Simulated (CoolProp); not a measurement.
Dodecamethylpentasiloxane (MD3M) along the isobar 0.244 MPa: fugacity coefficient from the reference equation and from simpler models built on Tc = 628.0 K, pc = 0.9540 MPa, ω = 0.730; each cubic takes its own stable root.

Values from CoolProp's reference Helmholtz-energy equation of state, Thol 2019.

```csv
T (K),phase,reference
329.6,liquid,0.0003583
337.8,liquid,0.0006298
346.1,liquid,0.001075
354.3,liquid,0.001766
362.6,liquid,0.002829
370.8,liquid,0.004382
379.1,liquid,0.006647
387.3,liquid,0.009795
395.6,liquid,0.01418
403.8,liquid,0.02001
412.1,liquid,0.02781
```

Q: How far does each simpler model (Redlich-Kwong, Peng-Robinson) lie from the reference over these 11 states: mean and median of the absolute difference, and the worst?

A: 
- Redlich-Kwong: mean 1929.1 %, median 1469.6 %, worst +4809.3 % at 329.6 K and 0.244 MPa
- Peng-Robinson: mean 20.6 %, median 18.3 %, worst +39.6 % at 329.6 K and 0.244 MPa
